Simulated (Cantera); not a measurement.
## Metals in furnace atmospheres: Cu + CO2 + N2

A closed system holds: 1 mol Cu, 6.9 mol CO2, a varied amount of N2, held at 1673 K and 1 atm.

Equilibrium computed with Cantera from the NASA thermochemical tables; the gas is ideal and each condensed phase is pure. Candidate condensed phases: C, Cu, CuO, Cu2O; 27 gas species. Rates play no part.

| n(N2) (mol) | log p N2 | log p CO2 | log p CO | log p O2 | log p Cu | log p NO | log p O | n Cu(l) |
|---|---|---|---|---|---|---|---|---|
| 1.2 | -0.82 | -0.07 | -2.80 | -3.13 | -3.95 | -4.17 | -6.04 | 0.999 |
| 1.8 | -0.68 | -0.10 | -2.82 | -3.15 | -3.95 | -4.11 | -6.05 | 0.999 |
| 2.7 | -0.55 | -0.14 | -2.85 | -3.18 | -3.95 | -4.06 | -6.07 | 0.999 |
| 4.1 | -0.42 | -0.20 | -2.89 | -3.22 | -3.95 | -4.02 | -6.09 | 0.999 |
| 6.2 | -0.32 | -0.27 | -2.94 | -3.28 | -3.95 | -3.99 | -6.12 | 0.999 |
| 9.3 | -0.24 | -0.37 | -3.00 | -3.34 | -3.95 | -3.98 | -6.15 | 0.998 |
| 14 | -0.17 | -0.48 | -3.07 | -3.42 | -3.95 | -3.99 | -6.19 | 0.998 |
| 21 | -0.12 | -0.60 | -3.15 | -3.51 | -3.95 | -4.01 | -6.23 | 0.997 |
| 31 | -0.08 | -0.74 | -3.23 | -3.61 | -3.95 | -4.04 | -6.28 | 0.996 |
| 47 | -0.05 | -0.89 | -3.33 | -3.72 | -3.95 | -4.08 | -6.34 | 0.994 |
| 70 | -0.04 | -1.04 | -3.43 | -3.83 | -3.95 | -4.12 | -6.39 | 0.992 |
log p: log10 of the partial pressure in bar; n: condensed amount in mol.

From 1.2 mol N2 to 70 mol N2 the condensed part is Cu(l). The main Cu-bearing gas is Cu throughout.
